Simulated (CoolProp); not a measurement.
Model: reference Helmholtz-energy equation of state, Lemmon 2006, in CoolProp. It is a short technical equation, of lower accuracy than the large ones.

Problem. Give the vapour pressure (bar), liquid density (kg/m³), vapour density (kg/m³) of saturated carbonyl sulfide at 22.35 °C.

Solution. 
| T (°C) | p (bar) | liquid density (kg/m³) | vapour density (kg/m³) |
|---|---|---|---|
| 22.35 | 12.0 | 998 | 34.8 |
